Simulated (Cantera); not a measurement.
Input: 1 mol CuO, 0.72 mol NF₃, 13 mol H₂, equilibrated at 1800 K and 503 Torr.

Cantera equilibrium calculation (NASA polynomials, part measured and part estimated; ideal gas, pure solids and liquids). Candidate condensed phases: Cu, CuF₂, CuO, Cu(OH)₂, Cu₂O, H₂O; 45 gas species. Rates play no part.

Base state: H₂ 0.755, HF 0.149, H₂O 0.0692, N₂ 0.0249, Cu 0.000808, H 0.000380, CuF 6.36e-5 (mole fractions); condensed: Cu(l).

Q: What changes in the equilibrium state with this change: NF₃ from 0.72 to 1.2 mol?

A: 
```tsv
species	before	after
H₂	0.755	0.662
HF	0.149	0.233
H₂O	0.0692	0.0649
N₂	0.0249	0.0389
Cu	0.000808	0.000808
CuF	6.36e-5	0.000106
H	0.000380	0.000356
Cu(l), mol	0.987	0.986
```
